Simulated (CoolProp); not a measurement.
Saturation properties of n-perfluorohexane.

Model: reference Helmholtz-energy equation of state, Gao 2022, in CoolProp.

```
T (K)  p (kPa)  liquid density (kg/m³)  vapour density (kg/m³)  enthalpy of vaporisation (kJ/kg)
-----  -------  ----------------------  ----------------------  --------------------------------
352.3    201.9                    1505                   26.00                             77.85
355.3    220.1                    1494                   28.31                             76.89
358.2    238.8                       ?                   30.71                             75.94
361.2    259.3                    1472                   33.36                             74.93
364.1    280.5                    1461                   36.10                             73.95
367.1    303.8                    1450                   39.13                             72.90
370.1    328.5                    1438                   42.39                             71.84
373      353.7                    1427                   45.75                             70.78
376      381.4                    1414                   49.47                             69.66
378.9    409.8                       ?                   53.33                             68.56
381.9    440.7                    1389                   57.59                             67.38
384.9    473.4                    1376                   62.17                                 ?
```

Question: Some entries are withheld; supply them.

Answer: 
- 358.2, liquid density (kg/m³): 1483
- 378.9, liquid density (kg/m³): 1402
- 384.9, enthalpy of vaporisation (kJ/kg): 66.18

It boils at 330.3 K under 1 atm.
